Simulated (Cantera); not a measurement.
A closed system holds: 1 mol Fe, 0.13 mol HCl, 0.88 mol O2, equilibrated at 2.10 bar.

Equilibrium computed with Cantera from the NASA thermochemical tables; the gas is ideal and each condensed phase is pure. Candidate condensed phases: Fe, FeCl2, FeCl3, FeO, Fe(OH)2, Fe(OH)3, Fe2O3, Fe3O4, H2O; 22 gas species. The numbers say what is thermodynamically allowed, not how fast it happens. All values below are at 1025 °C.

Base state: O2 0.480, HCl 0.337, H2O 0.0924, Cl2 0.0810, FeCl3 0.00601, Cl 0.00239, FeCl2 0.00109, HOCl 8.73e-5 (mole fractions); condensed: Fe2O3(s).

Task: What changes in the equilibrium state with this change: O2 from 0.88 to 0.4 mol?

Result: 
| species | before | after |
|---|---|---|
| HCl | 0.337 | 0.368 |
| FeCl2 | 0.00109 | 0.265 |
| H2 | 7.70e-9 | 0.251 |
| O2 | 0.480 | <1e-9 |
| Cl2 | 0.0810 | 2.98e-9 |
| Fe2Cl4 | 5.67e-7 | 0.0334 |
| H2O | 0.0924 | 0.0819 |
| HOCl | 8.73e-5 | <1e-9 |
| ClO | 7.93e-5 | <1e-9 |
| OH | 1.01e-5 | 1.57e-9 |
| Fe2O3(s), mol | 0.499 | 0 |
| Fe(γ), mol | 0 | 0.168 |
| FeO(s), mol | 0 | 0.790 |
Mutual solubility and eutectic melting of coexisting phases are not modelled. The tables' stoichiometric FeO is somewhat more stable than real wüstite, so its field is too wide. FeO: taken at fixed stoichiometry.
